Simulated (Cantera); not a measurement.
Adiabatic ignition

An adiabatic, constant-volume homogeneous reactor starts with 11.9 % CH3OH, 18.4 % O2, 69.1 % N2, 0.535 % CO2, equivalence ratio 0.97, at 1348 K and 0.257 atm.

Computed with Cantera and GRI-Mech 3.0 (53 species, 325 reactions). GRI-Mech 3.0 was tuned for natural gas; its chemistry of methanol as a main component is partial and can be far from experiment.

```csv
t (s),T (K),P (bar),x CH3OH,x O2,x C2H,x O,x CH2CO
6.00e-6,1348,0.260,0.119,0.184,<1e-12,1.76e-9,<1e-12
1.34e-5,1348,0.260,0.119,0.184,<1e-12,1.79e-9,<1e-12
2.98e-5,1348,0.260,0.119,0.184,<1e-12,1.85e-9,<1e-12
6.64e-5,1348,0.260,0.119,0.184,<1e-12,1.94e-9,<1e-12
0.000148,1348,0.260,0.119,0.184,<1e-12,2.08e-9,<1e-12
0.000329,1348,0.260,0.119,0.184,<1e-12,2.31e-9,<1e-12
0.000734,1348,0.260,0.119,0.184,<1e-12,3.21e-9,1.11e-12
0.00164,1349,0.260,0.118,0.184,<1e-12,8.09e-9,8.26e-12
0.00364,1441,0.284,0.0900,0.167,<1e-12,6.74e-7,5.72e-9
0.00812,2713,0.586,<1e-12,0.0288,<1e-12,0.00852,<1e-12
0.0181,2710,0.585,<1e-12,0.0279,<1e-12,0.00829,<1e-12
0.0403,2710,0.585,<1e-12,0.0279,<1e-12,0.00829,<1e-12
0.0898,2710,0.585,<1e-12,0.0279,<1e-12,0.00829,<1e-12
0.200,2710,0.585,<1e-12,0.0279,<1e-12,0.00829,<1e-12
```
x: mole fraction; the columns are a selection and need not sum to one.

```json
{
  "time_of_steepest_temperature_rise": "3.84 ms",
  "temperature at 0.200 s": "2710 K",
  "equilibrium_temperature": "2710 K",
  "x(CH3OH) at 0.200 s": "<1e-12 (gas-phase equilibrium <1e-12)",
  "x(O2) at 0.200 s": "0.0279 (gas-phase equilibrium 0.0279)",
  "x(C2H) at 0.200 s": "<1e-12 (gas-phase equilibrium <1e-12)"
}
```
